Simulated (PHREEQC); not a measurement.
1 kg of water holding 0.14 mol KCl meets 20 L of dry gas (CO2 0.6, H2S 0.4 by moles) at fixed total pressure, at 25 °C; fugacities by Peng-Robinson. The gases take part in no redox reaction, some water evaporates into the gas, and hydrates or a liquid gas phase aren't modelled. No solid was allowed to form.

Computed with PHREEQC (ion-association model, phreeqc.dat).

```csv
P (atm),dissolved CO2 (all carbonate carbon) (mol/kgw),φ of CO2,p of CO2 (atm),dissolved H2S (mol/kgw),φ of H2S,p of H2S (atm),pH
1,0.0196,0.995,0.595,0.0319,0.992,0.373,3.94
2,0.0396,0.989,1.21,0.0643,0.984,0.758,3.78
3,0.0592,0.984,1.82,0.0960,0.976,1.14,3.70
5,0.0978,0.973,3.05,0.158,0.961,1.92,3.59
7.5,0.144,0.959,4.58,0.232,0.942,2.89,3.50
10,0.190,0.946,6.11,0.303,0.922,3.86,3.44
15,0.275,0.919,9.15,0.433,0.884,5.81,3.36
```

Complexes and solids missing from the database can't appear.
